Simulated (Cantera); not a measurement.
## Equilibrium for calcination and drying: CaCO3 + H2 + CO2

Input: 1 mol CaCO3, 3.9 mol H2, 0.017 mol CO2, held at 33.0 Pa.

These are equilibrium values from Cantera (NASA tables, ideal gas, pure condensed phases), not measurements of a reactor. Candidate condensed phases: C, C6H6, C7H8, C8H18, Ca, CaCO3, CaO, Ca(OH)2, H2O; 115 gas species. Equilibrium is a limit: real reactors are often held back by kinetics, nucleation or transport.

From 1227 °C to 1877 °C the condensed part is CaO(s). The main Ca-bearing gas is Ca(OH)2 at 1227 °C and Ca at 1877 °C.

| T (°C) | x H2 | x CO | x H2O | x H | x CO2 | x Ca | x OH | x O | n CaO(s) |
|---|---|---|---|---|---|---|---|---|---|
| 1227 | 0.608 | 0.185 | 0.185 | 0.000755 | 0.0218 | 2.19e-8 | 6.57e-6 | 7.08e-9 | 1.000 |
| 1277 | 0.606 | 0.186 | 0.186 | 0.00135 | 0.0205 | 8.86e-8 | 1.39e-5 | 2.64e-8 | 1.000 |
| 1327 | 0.604 | 0.187 | 0.187 | 0.00233 | 0.0193 | 3.28e-7 | 2.82e-5 | 9.04e-8 | 1.000 |
| 1377 | 0.602 | 0.188 | 0.188 | 0.00388 | 0.0183 | 1.12e-6 | 5.48e-5 | 2.88e-7 | 1.000 |
| 1427 | 0.599 | 0.189 | 0.189 | 0.00628 | 0.0174 | 3.55e-6 | 0.000102 | 8.58e-7 | 1.000 |
| 1477 | 0.595 | 0.189 | 0.189 | 0.00988 | 0.0166 | 1.05e-5 | 0.000184 | 2.40e-6 | 1.000 |
| 1527 | 0.590 | 0.189 | 0.189 | 0.0151 | 0.0159 | 2.92e-5 | 0.000320 | 6.36e-6 | 1.000 |
| 1577 | 0.584 | 0.189 | 0.189 | 0.0227 | 0.0152 | 7.65e-5 | 0.000541 | 1.60e-5 | 0.999 |
| 1627 | 0.575 | 0.189 | 0.188 | 0.0331 | 0.0146 | 0.000190 | 0.000889 | 3.85e-5 | 0.999 |
| 1677 | 0.562 | 0.188 | 0.186 | 0.0473 | 0.0141 | 0.000447 | 0.00142 | 8.88e-5 | 0.997 |
| 1727 | 0.546 | 0.186 | 0.184 | 0.0662 | 0.0137 | 0.00100 | 0.00223 | 0.000197 | 0.994 |
| 1777 | 0.525 | 0.183 | 0.181 | 0.0905 | 0.0133 | 0.00215 | 0.00342 | 0.000425 | 0.987 |
| 1827 | 0.498 | 0.180 | 0.178 | 0.121 | 0.0130 | 0.00437 | 0.00514 | 0.000892 | 0.974 |
| 1877 | 0.462 | 0.175 | 0.173 | 0.158 | 0.0128 | 0.00849 | 0.00763 | 0.00184 | 0.949 |
x: gas mole fraction; n: condensed amount in mol.
